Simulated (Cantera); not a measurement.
## Catalytic combustion on Pt

An isothermal plug-flow reactor at 775 K and 500000 Pa (inlet), inlet velocity 0.051 m/s, active area per volume 170 1/m; feed 0.355 % H2, 6.26 % O2, 93.4 % N2, equivalence ratio 0.028.

Cantera simulation using Deutschmann's 1995 Pt surface mechanism with GRI-Mech 3.0 gas chemistry; the numbers are that mechanism's predictions, not measurements. Catalytic surfaces can have several steady states; this one follows from the mechanism file's or the stated starting coverage. Mass transfer to the wall is taken as infinitely fast.

```json
[
 {"z (m)": "0.00035", "x H2": "0.000588", "x O2": "0.0613", "x H2O": "0.00296", "θ free Pt": "0.0265", "θ O*": "0.971", "θ OH*": "0.00249"},
 {"z (m)": "0.00063", "x H2": "0.000287", "x O2": "0.0611", "x H2O": "0.00327", "θ free Pt": "0.0204", "θ O*": "0.977", "θ OH*": "0.00225"},
 {"z (m)": "0.0011", "x H2": "0.000108", "x O2": "0.0610", "x H2O": "0.00344", "θ free Pt": "0.0174", "θ O*": "0.980", "θ OH*": "0.00211"},
 {"z (m)": "0.002", "x H2": "2.02e-5", "x O2": "0.0610", "x H2O": "0.00353", "θ free Pt": "0.0161", "θ O*": "0.982", "θ OH*": "0.00205"},
 {"z (m)": "0.0035", "x H2": "1.39e-6", "x O2": "0.0610", "x H2O": "0.00355", "θ free Pt": "0.0158", "θ O*": "0.982", "θ OH*": "0.00203"},
 {"z (m)": "0.0063", "x H2": "9.71e-9", "x O2": "0.0610", "x H2O": "0.00355", "θ free Pt": "0.0158", "θ O*": "0.982", "θ OH*": "0.00203"},
 {"z (m)": "0.011", "x H2": "2.34e-12", "x O2": "0.0610", "x H2O": "0.00355", "θ free Pt": "0.0158", "θ O*": "0.982", "θ OH*": "0.00203"},
 {"z (m)": "0.02", "x H2": "<1e-12", "x O2": "0.0610", "x H2O": "0.00355", "θ free Pt": "0.0158", "θ O*": "0.982", "θ OH*": "0.00203"},
 {"z (m)": "0.035", "x H2": "<1e-12", "x O2": "0.0610", "x H2O": "0.00355", "θ free Pt": "0.0158", "θ O*": "0.982", "θ OH*": "0.00203"}
]
```
x: gas mole fraction; θ: surface coverage.
